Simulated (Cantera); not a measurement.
Gas mixture: NO = 0.71 (molar parts), at 2.18 Torr, frozen composition.

Cantera's kinetic-theory transport with the Lennard-Jones parameters of GRI-Mech 3.0, ideal gas; thermal conductivity in the mixture-averaged form.

D: mixture-averaged diffusion coefficient of that species in the mixture.

```csv
T (K),ρ (kg/m³),cp (J/kg/K),μ (µPa s),λ (mW/m/K),Pr,D (cm²/s) C2H2,D (cm²/s) H2,D (cm²/s) H2O
400,0.00262,998.6,[?],32.4,0.712,96.5,442,137
500,0.00209,1016,[?],38.8,0.708,143,643,208
600,0.00174,1041,[?],45.1,0.706,196,873,290
700,0.00150,1067,[?],51.3,0.707,255,1130,383
800,0.00131,1092,37.1,57.3,0.708,321,1410,486
900,0.00116,1114,[?],63.0,0.708,391,1710,598
```

### Question
What belongs in the gaps?

### Answer

- 400, μ (µPa s): 23.1
- 500, μ (µPa s): 27.0
- 600, μ (µPa s): 30.6
- 700, μ (µPa s): 34.0
- 900, μ (µPa s): 40.1
